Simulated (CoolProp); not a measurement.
Vapour-liquid equilibrium of R124 (1) + R142b (2) at 0.478 MPa; x and y are mole fractions of (1).

Model: multi-fluid Helmholtz-energy mixture model, de Vries 1995 and Lemmon 2006; pair parameters Bell 2016, in CoolProp.

| x | bubble temperature (°C) | y at the bubble point | dew temperature at overall composition x (°C) | liquid density (mol/L) |
|---|---|---|---|---|
| 0.05 | 36.6 | 0.054 | 36.6 | 10.70 |
| 0.2 | 36.1 | 0.213 | 36.2 | 10.54 |
| 0.35 | 35.6 | 0.369 | 35.7 | 10.38 |
| 0.5 | 35.1 | 0.524 | 35.2 | 10.23 |
| 0.65 | 34.4 | 0.676 | 34.6 | 10.08 |
| 0.8 | 33.7 | 0.822 | 33.8 | 9.934 |
| 0.95 | 32.7 | 0.958 | 32.8 | 9.789 |

No azeotrope shows between x = 0.05 and 0.95.

Pair parameters are fitted to limited data, so mixtures are less certain than the pure fluids.
